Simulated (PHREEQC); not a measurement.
Dissolve 45 mmol/kgw NaBr at 25 °C. It is in equilibrium with CO2 at log p = -1 (atm). Otherwise closed; pH follows from the charge balance.

All values are PHREEQC results (ion-association model, phreeqc.dat), not measurements.

This is a speciation only: nothing precipitates in the calculation.

### Question
Predict the pH, specific conductance.

### Answer
pH 4.40; specific conductance 4960 µS/cm.

### Question
In which forms is C present?

### Answer
CO2 99 %, HCO3- 1.3 % of the C.

Species that the database lacks are ignored.
